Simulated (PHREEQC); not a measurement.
Na2CO3 is added in steps, without added water, to 1 kg of water holding 0.026 mol NiCl2, at 25 °C. O2 is buffered at 0.21 atm. No CO2 enters from the air. The run lets Ni(OH)2, NiCO3, Halite, Nahcolite, Natron precipitate or redissolve, and no other solid.

Base run: PHREEQC, ion-association model, wateq4f.dat. Each further column changes one thing. The table gives pH.

```csv
Na2CO3 added (mol),base,diluted 5-fold with water,NiCl2 from 0.026 to 0.052 mol/kgw,no solid may form
0,5.92,6.17,5.82,5.92
0.0081,6.48,?,?,7.90
0.0162,6.59,9.77,6.38,8.22
0.02835,6.97,10.17,6.46,9.42
0.03645,7.40,10.28,6.54,9.94
0.04455,7.87,10.37,6.65,10.26
0.05265,8.59,10.43,6.80,10.56
0.0648,9.25,10.50,7.11,10.83
0.0729,9.44,10.53,7.33,10.92
0.081,9.55,10.56,7.54,?
```

Q: Some entries are withheld; supply them.

A: 
- 0.0081, diluted 5-fold with water: 7.74
- 0.0081, NiCl2 from 0.026 to 0.052 mol/kgw: 6.34
- 0.081, no solid may form: 10.98

The database's nickel carbonate constants are estimates that later reviews lower a good deal. The database's Ni(OH)2 is the aged solid; a fresh precipitate is more soluble. In at least one series the solution becomes supersaturated in solids that the run did not let form, among them Ni(OH)2.
